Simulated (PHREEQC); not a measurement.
A solution holds 0.067 mol HF, 0.014 mol (NH4)2SiF6 and 0.00011 mol H3BO3 per kg of water, at 50 °C. Closed to the air; pH follows from the charge balance.

The numbers come from PHREEQC with the ion-association model, wateq4f.dat.

Precipitation was switched off in this run.

Question: Order these F species by the share of F that they hold, largest first: HF2-, F-, H2F2, SiF6-2, HF.

Answer: SiF6-2 (56 %), HF (35 %), H2F2 (3.9 %), F- (3.4 %), HF2- (1.6 %)

The pH is 2.26 and the ionic strength 0.0484 mol/kgw. Constants without temperature data keep their 25 °C values here. SiF6-2 is the database's only silicon fluoride. Real BF4- forms and hydrolyses slowly; the run takes it at equilibrium.
